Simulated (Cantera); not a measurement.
A diamond (100) surface in a fixed gas of H2 with x(CH4) = 0.0044, x(H) = 0.00043, at 1073 K, 0.0217 atm; coverages are run to steady state.

Detailed kinetics in Cantera: the Harris–Goodwin 1993 mechanism for the reconstructed diamond (100) surface.

One state of this run: growth (µm/h) = 0.998; θ c6HH = 0.510; θ c6H* = 0.0223; θ c6*H = 0.377; θ c6** = 0.00882; θ c6HM = 0.0528. θ: site fractions in the mechanism's names (c6HH fully hydrogenated, c6H* and c6*H radical sites, c6** diradical, c6HM methylated).

Which value of x(CH3) does it belong to?
A. 0.00047
B. 0.00017
C. 0.0036
D. 6e-05

A, 0.00047
